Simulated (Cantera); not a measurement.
# Ignition delay

Mixture: 12.0 % CH4, 18.5 % O2, 69.5 % N2, equivalence ratio 1.3, at 0.395 atm, adiabatic and at constant volume. Ignition delay is the time to a rise of 400 K.

Model: GRI-Mech 3.0 (53 species, 325 reactions), integrated in Cantera.

| T0 (K) | delay (ms) |
|---|---|
| 1023 | 2000 |
| 1073 | 819 |
| 1123 | 353 |
| 1173 | 159 |
| 1223 | 75.1 |
| 1273 | 36.9 |
| 1323 | 18.8 |
| 1373 | 10.0 |
| 1423 | 5.56 |

The apparent activation energy between 1323 and 1423 K is 190 kJ/mol.
